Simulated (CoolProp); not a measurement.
Computed with CoolProp (reference Helmholtz-energy equation of state, Platzer 1990). This equation is an older, rougher fit.

**Question.** For CF4 (R14), give the phase and the speed of sound (m/s), viscosity (µPa s) at 434.3 K and 0.0206 MPa; 441.8 K and 0.243 MPa.

**Answer.** 
- 434.3 K and 0.0206 MPa: gas; speed of sound 215, viscosity 23.5
- 441.8 K and 0.243 MPa: gas; speed of sound 217, viscosity 23.9

Viscosity comes from a separate model (Huber 2003), an estimate that may be off by 10 % or more.
